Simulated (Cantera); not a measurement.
Equilibrium for boron, boron nitride and boron oxide: B2H6 + O2 + H2

A closed system holds: 1 mol B2H6, 0.16 mol O2, 0.27 mol H2, at 100 Torr.

Cantera equilibrium calculation (NASA polynomials, part measured and part estimated; ideal gas, pure solids and liquids). Candidate condensed phases: B, B2O3, B3O3H3, H2O; 23 gas species. The feed counts by its element totals alone. Mutual solubility and eutectic melting of coexisting phases are not modelled. The tables' values for BH2 are old estimates; treat these amounts as uncertain. Gases not in the tables: B2H6 and higher boranes. Kinetics and transport are ignored.

| T (K) | x H2 | x HBO | x H | x BO | x B2O2 | n B(s) | n B2O3(l) | n B(l) |
|---|---|---|---|---|---|---|---|---|
| 773 | 0.999 | 1.43e-9 | 2.48e-12 | <1e-12 | <1e-12 | 1.78 | 0.102 | 0 |
| 973 | 0.998 | 1.24e-6 | 2.96e-9 | <1e-12 | 1.08e-10 | 1.78 | 0.0997 | 0 |
| 1173 | 0.997 | 0.000100 | 3.22e-7 | 1.50e-9 | 2.36e-7 | 1.78 | 0.0985 | 0 |
| 1373 | 0.995 | 0.00216 | 9.10e-6 | 6.28e-7 | 5.10e-5 | 1.78 | 0.0958 | 0 |
| 1573 | 0.973 | 0.0205 | 0.000110 | 5.45e-5 | 0.00267 | 1.75 | 0.0666 | 0 |
| 1773 | 0.925 | 0.0559 | 0.000749 | 0.000832 | 0.0135 | 1.69 | 0 | 0 |
| 1973 | 0.917 | 0.0623 | 0.00354 | 0.00358 | 0.0120 | 1.68 | 0 | 0 |
| 2173 | 0.904 | 0.0620 | 0.0126 | 0.0107 | 0.00913 | 1.68 | 0 | 0 |
| 2373 | 0.877 | 0.0544 | 0.0358 | 0.0236 | 0.00575 | 0 | 0 | 1.67 |
x: gas mole fraction; n: condensed amount in mol.

From 773 K to 1573 K the condensed part is B(s) + B2O3(l). From 1773 K to 2173 K the condensed part is B(s). At 2373 K the condensed part is B(l). The main B-bearing gas is B3O3H3 at 773 K and HBO at 2373 K. The share of B in condensed phases is highest at 773 K (99.3 %) and lowest at 2373 K (83.4 %).
